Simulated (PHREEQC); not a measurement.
A solution holds 180 mmol/kgw CuSO4 and 0.047 mmol/kgw NaCl, at 11 °C. Closed to the air; pH follows from the charge balance.

The numbers come from PHREEQC with the ion-association model, wateq4f.dat.

Each row changes one thing in this solution. This is a speciation only: nothing precipitates in the calculation.

| case | pH | ionic strength (mol/kgw) | Cu+2 (mol/kgw) | Na+ (mol/kgw) | Cu2(OH)2+2 (mol/kgw) | CuOH+ (mol/kgw) | SI of Tenorite (CuO) | SI of Cu(OH)2 (Cu(OH)2) |
|---|---|---|---|---|---|---|---|---|
| as made | 4.61 | 0.355 | 0.0886 | 4.28e-5 | 3.54e-5 | 1.49e-5 | -0.56 | -1.58 |
| diluted 2-fold with water | [?] | 0.192 | 0.0481 | 2.20e-5 | 2.07e-5 | 1.11e-5 | -0.57 | -1.59 |
| NaCl from 4.7e-05 to 0.000235 mol/kgw | 4.61 | 0.355 | 0.0886 | 0.000214 | 3.54e-5 | 1.49e-5 | -0.56 | -1.58 |
| NaCl from 4.7e-05 to 0.00047 mol/kgw | 4.61 | 0.355 | 0.0886 | 0.000428 | 3.54e-5 | 1.49e-5 | -0.56 | -1.58 |
| NaCl replaced by NaHCO3 at the same molality | [?] | 0.355 | 0.0886 | 4.28e-5 | 4.63e-5 | 1.70e-5 | -0.44 | -1.46 |
| CuSO4 replaced by CuCl2 at the same molality | [?] | 0.500 | 0.161 | 4.70e-5 | 2.46e-5 | 1.29e-5 | -0.93 | -1.95 |

Some entries are withheld; supply them.


- diluted 2-fold with water, pH: 4.70
- NaCl replaced by NaHCO3 at the same molality, pH: 4.67
- CuSO4 replaced by CuCl2 at the same molality, pH: 4.32

Some of these states are supersaturated (in Atacamite, for instance). At this temperature some constants are extrapolated from 25 °C, and those without enthalpy data are left unchanged.
